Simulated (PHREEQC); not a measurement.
Dissolve 0.24 mol/kgw NH3 and 0.0048 mol/kgw KH2PO4 at 20 °C. Closed to the air; pH follows from the charge balance.

Equilibrium calculation in PHREEQC: ion-association model, phreeqc.dat.

```
Item                          Result
--------------------  --------------
pH                             11.05
ionic strength        0.0164 mol/kgw
specific conductance      1190 µS/cm
total alkalinity          240 meq/kg
```

```
species  molality  activity   log γ
-------  --------  --------  ------
NH3         0.234     0.235   0.002
NH4+      0.00605   0.00529  -0.059
K+        0.00477   0.00420  -0.056
HPO4-2    0.00439   0.00268  -0.214
OH-      0.000867  0.000761  -0.056
PO4-3    0.000385  0.000122  -0.499
KHPO4-    2.48e-5   2.19e-5  -0.053
H2PO4-    4.50e-7   3.98e-7  -0.053
```

Precipitation was switched off in this run.
